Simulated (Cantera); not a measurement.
# Abatement and gas-phase synthesis: NH3 + H2

Input: 1 mol NH3, 2 mol H2, held at 1300 °C.

These are equilibrium values from Cantera (NASA tables, ideal gas, pure condensed phases), not measurements of a reactor. The ideal-gas law is rough above about 30 bar. Kinetics and transport are ignored.

From 0.0750 Torr to 225000 Torr nothing is condensed.

```json
[
 {"P (Pa)": "10", "log p H2": "-4.06", "log p N2": "-4.90", "log p NH3": "-12.84", "log p H": "-6.42", "log p NH2": "-14.75"},
 {"P (Pa)": "52", "log p H2": "-3.34", "log p N2": "-4.19", "log p NH3": "-11.41", "log p H": "-6.06", "log p NH2": "-13.67"},
 {"P (Pa)": "280", "log p H2": "-2.61", "log p N2": "-3.46", "log p NH3": "-9.94", "log p H": "-5.70", "log p NH2": "-12.58"},
 {"P (Pa)": "1400", "log p H2": "-1.91", "log p N2": "-2.76", "log p NH3": "-8.55", "log p H": "-5.35", "log p NH2": "-11.53"},
 {"P (Pa)": "7600", "log p H2": "-1.18", "log p N2": "-2.02", "log p NH3": "-7.08", "log p H": "-4.98", "log p NH2": "-10.43"},
 {"P (Pa)": "40000", "log p H2": "-0.46", "log p N2": "-1.30", "log p NH3": "-5.63", "log p H": "-4.62", "log p NH2": "-9.34"},
 {"P (Pa)": "210000", "log p H2": "0.26", "log p N2": "-0.58", "log p NH3": "-4.19", "log p H": "-4.26", "log p NH2": "-8.26"},
 {"P (Pa)": "1100000", "log p H2": "0.98", "log p N2": "0.14", "log p NH3": "-2.76", "log p H": "-3.90", "log p NH2": "-7.19"},
 {"P (Pa)": "5700000", "log p H2": "1.70", "log p N2": "0.85", "log p NH3": "-1.33", "log p H": "-3.54", "log p NH2": "-6.12"},
 {"P (Pa)": "30000000", "log p H2": "2.42", "log p N2": "1.57", "log p NH3": "0.11", "log p H": "-3.18", "log p NH2": "-5.04"}
]
```
log p: log10 of the partial pressure in bar; nothing condenses.
